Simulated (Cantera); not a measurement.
Mixture: CH4 : O2 : N2 = 2.2 : 1.54 : 5.78 (molar parts), equivalence ratio 2.9, at 5.00 bar, adiabatic and at constant volume. Ignition delay is the time to a rise of 400 K.

Computed with Cantera and GRI-Mech 3.0 (53 species, 325 reactions).

Question: Predict: delay at 1075 K; delay at 1150 K; delay at 1225 K; delay at 1300 K; delay at 1375 K; delay at 1450 K; apparent activation energy between 1300 and 1450 K.

Answer: 
| Item | Result |
|---|---|
| delay at 1075 K | 98.4 ms |
| delay at 1150 K | 33.3 ms |
| delay at 1225 K | 12.2 ms |
| delay at 1300 K | 4.81 ms |
| delay at 1375 K | 2.00 ms |
| delay at 1450 K | 0.870 ms |
| apparent activation energy between 1300 and 1450 K | 180 kJ/mol |
